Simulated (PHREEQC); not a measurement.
## Buffer

A solution holds 0.018 mol NaHCO3, 1.3e-05 mol Na2CO3 and 0.00015 mol NaCl per kg of water, at 25 °C. Closed to the air; pH follows from the charge balance.

Equilibrium calculation in PHREEQC: ion-association model, wateq4f.dat.

Precipitation was switched off in this run.

### Question
Predict the pH.

### Answer
pH 8.20.

### Question
In which forms is C present?

### Answer
HCO3- 97 %, CO2 1.2 %, CO3-2 1.1 %, NaHCO3 0.8 % of the C.
